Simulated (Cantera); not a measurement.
A Cantera script and what it prints.

```python
import numpy as np
import cantera as ct

gas_names = """
    AL ALCL ALCL2 ALCL3 ALH ALN AL2 AL2CL6 CL CL2 H HCL H2 N NH NH2 NH3 N2 N2H2 N2H4
""".split()
cond_names = """
    AL(cr) AL(L) ALCL3(s) ALCL3(L) ALN(s) NH4CL(a) NH4CL(b)
""".split()


# ... load() reads the species with a 1 bar reference pressure and builds the phases ...
atoms = {
    'Al': {'AL': 1},
    'HCl': {'H': 1, 'CL': 1},
    'N2': {'N': 2},
}
top_T = {'ALN(s)': 2750}  # K; cautious upper limits of use, not melting points


# ... equilibrate(T, P, feed) seeds the gas with the atoms and calls Mixture.equilibrate('TP', solver="vcs", rtol=1e-11, max_steps=5000) ...
results = []
feed = {'Al': 1, 'HCl': 8.4, 'N2': 0.54}  # mol
T = 1100  # K
P = 8200  # Pa
mix = equilibrate(T, P, feed)
results.append((T, P, feed, dict(zip(mix.species_names, mix.species_moles))))
print(gas.report(threshold=0.001))
for i in range(1, mix.n_phases):
    print(f"{mix.phase(i).name:16s} {mix.phase_moles(i):12.5e} mol")
```

It prints:

```
       temperature   1100 K
          pressure   8200 Pa
           density   0.037007 kg/m^3
  mean mol. weight   41.276 kg/kmol
   phase of matter   gas

                          1 kg             1 kmol
                     ---------------   ---------------
          enthalpy       -2.4098e+06       -9.9468e+07  J
   internal energy       -2.6314e+06       -1.0861e+08  J
           entropy            6495.9        2.6812e+05  J/K
    Gibbs function       -9.5553e+06        -3.944e+08  J
 heat capacity c_p            917.72             37879  J/K
 heat capacity c_v            716.28             29565  J/K

                      mass frac. Y      mole frac. X     chem. pot. / RT
                     ---------------   ---------------   ---------------
             ALCL3           0.38253           0.11842           -111.74
               HCL           0.56515           0.63983           -37.565
                H2         0.0086807           0.17773           -21.976
                N2          0.043425          0.063983           -30.364
     [  +16 minor]        0.00021577        3.4969e-05

AL(L)             0.00000e+00 mol
ALCL3(L)          0.00000e+00 mol
ALN(s)            0.00000e+00 mol
```

Cantera equilibrium calculation (NASA polynomials, part measured and part estimated; ideal gas, pure solids and liquids).
